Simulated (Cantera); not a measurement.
Predominance diagram of Mg at 1175 K against the partial pressures of O₂ and Br₂ (log10, bar). Source: NASA polynomial tables (part measured, part estimated), evaluated in Cantera. Candidates: Mg(l), MgBr₂(l), MgO(s). Only these pure phases compete in this equilibrium. Not in the tables: oxide halides.

**Question.** Which phase is stable at these pairs, and which metal-bearing vapour leads over it? (-1.9, -2); (-3.7, -2); (-9.2, -18); (-24, -14); (-33.3, -16); (0, -12); (-5.5, -14)

**Answer.** 
```
log p(O₂)  log p(Br₂)   phase  chief vapour  log p (bar)
---------  ----------  ------  ------------  -----------
-1.9               -2  MgO(s)         MgBr₂         -6.3
-3.7               -2  MgO(s)         MgBr₂         -5.4
-9.2              -18  MgO(s)            Mg        -17.2
-24               -14  MgO(s)         MgBr₂         -7.2
-33.3             -16  MgO(s)         MgBr₂         -4.6
0                 -12  MgO(s)         MgBr₂        -17.2
-5.5              -14  MgO(s)         MgBr₂        -16.5
```
